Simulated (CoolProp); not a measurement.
Vapour-liquid equilibrium of R22 (1) + R114 (2) at 315.2 K; x and y are mole fractions of (1).

Model: multi-fluid Helmholtz-energy mixture model, Kamei 1995 and Platzer 1990; pair parameters Bell 2016, in CoolProp. This equation is an older, rougher fit; its heat capacities, sound speeds and derivatives of the liquid may be far off and weren't checked against measurements.

### Question
Give the bubble pressure and the first vapour's composition at x = 0.35, 0.65, 0.725. Is there an azeotrope?

### Answer
x = 0.35: 874.1 kPa, y = 0.667; x = 0.65: 1204 kPa, y = 0.838; x = 0.725: 1287 kPa, y = 0.874. No azeotrope shows between x = 0.05 and 0.95.

Pair parameters are fitted to limited data, so mixtures are less certain than the pure fluids.
